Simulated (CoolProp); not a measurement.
Properties of octamethyltrisiloxane (MDM) at several states (Tc = 292.2 °C, pc = 14.38 bar, ω = 0.528).

Model: reference Helmholtz-energy equation of state, Thol 2017, in CoolProp.

```json
[
 {"T (°C)": "72.85", "p (bar)": "0.185", "phase": "liquid", "Z": "0.001985", "cp (kJ/(kg K))": "1.900", "cv (kJ/(kg K))": "1.585", "speed of sound (m/s)": "755.8", "isothermal compressibility (1/MPa)": "0.002738", "expansivity (1/kK)": "1.381"},
 {"T (°C)": "0.15", "p (bar)": "28", "phase": "liquid", "Z": "0.3456", "cp (kJ/(kg K))": "1.727", "cv (kJ/(kg K))": "1.421", "speed of sound (m/s)": "1022", "isothermal compressibility (1/MPa)": "0.001382", "expansivity (1/kK)": "1.143"},
 {"T (°C)": "131.65", "p (bar)": "53.6", "phase": "liquid", "Z": "0.5249", "cp (kJ/(kg K))": "2.031", "cv (kJ/(kg K))": "1.737", "speed of sound (m/s)": "641.4", "isothermal compressibility (1/MPa)": "0.003962", "expansivity (1/kK)": "1.438"},
 {"T (°C)": "-40.15", "p (bar)": "8.67", "phase": "liquid", "Z": "0.1203", "cp (kJ/(kg K))": "1.664", "cv (kJ/(kg K))": "1.358", "speed of sound (m/s)": "1153", "isothermal compressibility (1/MPa)": "0.001048", "expansivity (1/kK)": "1.101"},
 {"T (°C)": "289.05", "p (bar)": "0.433", "phase": "gas", "Z": "0.9897", "cp (kJ/(kg K))": "2.070", "cv (kJ/(kg K))": "2.032", "speed of sound (m/s)": "140.4", "isothermal compressibility (1/MPa)": "23.34", "expansivity (1/kK)": "1.851"},
 {"T (°C)": "108.35", "p (bar)": "1.53", "phase": "liquid", "Z": "0.01568", "cp (kJ/(kg K))": "1.991", "cv (kJ/(kg K))": "1.676", "speed of sound (m/s)": "643.0", "isothermal compressibility (1/MPa)": "0.003950", "expansivity (1/kK)": "1.543"}
]
```
